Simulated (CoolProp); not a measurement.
Computed with CoolProp (reference Helmholtz-energy equation of state, Aleksandrov 2011). It is a short technical equation, of lower accuracy than the large ones.

Q: For n-undecane, give the phase and the Z, cp (kJ/(kg K)), fugacity coefficient at 50.35 °C and 0.373 MPa; 50.35 °C and 2.8 MPa; 50.35 °C and 2.99 MPa.

A: 
- 50.35 °C and 0.373 MPa: liquid; Z 0.0302, cp 2.30, fugacity coefficient 0.000916
- 50.35 °C and 2.8 MPa: liquid; Z 0.226, cp 2.30, fugacity coefficient 0.000149
- 50.35 °C and 2.99 MPa: liquid; Z 0.241, cp 2.30, fugacity coefficient 0.000141
